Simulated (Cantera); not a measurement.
Mixture: CO : H2 : CH4 : O2 : N2 = 1 : 0.052 : 0.67 : 2.01 : 6.62 (molar parts), at 7500 Torr, adiabatic and at constant volume. Ignition delay is the time to a rise of 400 K.

Detailed kinetics in Cantera: GRI-Mech 3.0 (53 species, 325 reactions).

Predict: delay at 1300 K; delay at 1375 K; delay at 1450 K; delay at 1525 K; delay at 1600 K; apparent activation energy between 1450 and 1600 K.


| Item | Value |
|---|---|
| delay at 1300 K | 0.830 ms |
| delay at 1375 K | 0.373 ms |
| delay at 1450 K | 0.177 ms |
| delay at 1525 K | 88.9 µs |
| delay at 1600 K | 47.4 µs |
| apparent activation energy between 1450 and 1600 K | 170 kJ/mol |
